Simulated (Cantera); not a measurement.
Feed: 1 mol Pb, 4.4 mol CO, 95 mol N2, equilibrated at 552 °C.

These are equilibrium values from Cantera (NASA tables, ideal gas, pure condensed phases), not measurements of a reactor. Candidate condensed phases: C, Pb, PbO, PbO2, Pb3O4; 27 gas species. Equilibrium is a limit: real reactors are often held back by kinetics, nucleation or transport.

x: gas mole fraction; n: condensed amount in mol.

```
P (Pa)    x N2     x CO    x CO2     x Pb  n C(graphite)  n Pb(l)
-------  -----  -------  -------  -------  -------------  -------
10       0.954   0.0442  8.80e-6  0.00143       0.000875    0.857
100      0.956   0.0441        ?        ?              ?    0.986
1000     0.957   0.0427        ?        ?              ?    0.999
10000    0.961   0.0341  0.00522  1.43e-6          0.516    1.000
100000   0.969   0.0174   0.0137  1.43e-7           1.34    1.000
1000000  0.974  0.00654   0.0193  1.43e-8           1.88    1.000
```

### Question
Fill in the missing entries.

### Answer

- 100, x CO2: 8.76e-5
- 100, x Pb: 0.000143
- 100, n C(graphite): 0.00870
- 1000, x CO2: 0.000820
- 1000, x Pb: 1.43e-5
- 1000, n C(graphite): 0.0814
